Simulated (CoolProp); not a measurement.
Properties of CH2F2 (R32) along the isobar 101 kPa.

Model: reference Helmholtz-energy equation of state, Tillner-Roth 1997, in CoolProp.

| T (°C) | phase | Z | expansivity (1/kK) |
|---|---|---|---|
| -54.25 | liquid | 0.002366 | 2.253 |
| -46.15 | gas | 0.9627 | 5.196 |
| -37.95 | gas | 0.9682 | 4.864 |
| -29.85 | gas | 0.9725 | 4.601 |
| -21.65 | gas | 0.9761 | 4.376 |
| -13.55 | gas | 0.9790 | 4.184 |
| -5.35 | gas | 0.9814 | 4.012 |
| 2.75 | gas | 0.9834 | 3.860 |
| 10.95 | gas | 0.9852 | 3.721 |
| 19.05 | gas | 0.9867 | 3.595 |
